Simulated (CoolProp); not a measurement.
Model: reference Helmholtz-energy equation of state, Lemmon 2003, in CoolProp. It is a pseudo-pure fit of the blend.

Q: For R407C, give the phase and the cv (kJ/(kg K)), viscosity (µPa s), conductivity (mW/(m K)) at 139.55 °C and 107 kPa; 139.55 °C and 4990 kPa.

A: 
- 139.55 °C and 107 kPa: gas; cv 0.908, viscosity 17.1, conductivity 22.0
- 139.55 °C and 4990 kPa: supercritical; cv 0.998, viscosity 21.6, conductivity 27.8

Viscosity comes from a separate model (Geller 2000). Thermal conductivity comes from a separate model (Geller 2001).
